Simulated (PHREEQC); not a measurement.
# Sulfide liquor (model solution)

A solution holds 0.00035 mol H2S, 0.00024 mol HCl and 0.0053 mol FeCl2 per kg of water, at 68 °C. Closed to the air; pH follows from the charge balance.

The numbers come from PHREEQC with the ion-association model, wateq4f.dat.

Precipitation was switched off in this run.

Question: Predict the pH.

Answer: pH 3.67.

Complexes and solids missing from the database can't appear. Away from 25 °C the constants follow the database's enthalpies or fits; those with neither stay at their 25 °C values. The polysulfide entries of wateq4f.dat were taken out for this run.
